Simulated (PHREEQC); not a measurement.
Dissolve 0.042 mol KOH and 0.073 mol KH2PO4 per kg of water at 25 °C. Closed to the air; pH follows from the charge balance.

Computed with PHREEQC (ion-association model, wateq4f.dat).

```csv
quantity,before,after
pH,6.94,6.54
ionic strength (mol/kgw),0.152,0.192
HPO4-2 (mol/kgw),0.0393,0.0387
H2PO4- (mol/kgw),0.0310,0.0730
KHPO4- (mol/kgw),0.00271,0.00334
PO4-3 (mol/kgw),6.26e-7,2.68e-7
```

Question: Name the change that produced these shifts.
A. KOH replaced by K2HPO4 at the same molality
B. diluted 5-fold with water
C. KH2PO4 replaced by Na3PO4 at the same molality
D. KH2PO4 from 0.073 to 0.365 mol/kgw
E. 0.13 mol/kgw NaCl added

Answer: A, KOH replaced by K2HPO4 at the same molality

This is a speciation only: nothing precipitates in the calculation. H3PO4, which wateq4f.dat lacks, is added to it with the constant of phreeqc.dat.
